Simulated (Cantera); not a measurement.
Feed: 1 mol Cu₂O, a varied amount of C, 1.1 mol N₂, equilibrated at 925 °C and 13.3 mbar.

Method: chemical equilibrium by Gibbs-energy minimisation in Cantera with the NASA 1993 tables (ideal gas, pure condensed phases). Candidate condensed phases: C, Cu, CuO, Cu₂O; 27 gas species. Equilibrium is a limit: real reactors are often held back by kinetics, nucleation or transport.

Problem. Which condensed phases are stable at each of these points (n(C) (mol)): 0.8, 1.4, 2, 2.6, 3.1, 3.7, 4.3, 4.9, 5.5, 6.1?

Solution. 
```csv
n(C) (mol),condensed phases,Cu condensed (%)
0.8,Cu(s),100.0
1.4,C(graphite) + Cu(s),100.0
2,C(graphite) + Cu(s),100.0
2.6,C(graphite) + Cu(s),100.0
3.1,C(graphite) + Cu(s),100.0
3.7,C(graphite) + Cu(s),100.0
4.3,C(graphite) + Cu(s),100.0
4.9,C(graphite) + Cu(s),100.0
5.5,C(graphite) + Cu(s),100.0
6.1,C(graphite) + Cu(s),100.0
```

At 0.8 mol C the condensed part is Cu(s). From 1.4 mol C to 6.1 mol C the condensed part is C(graphite) + Cu(s).
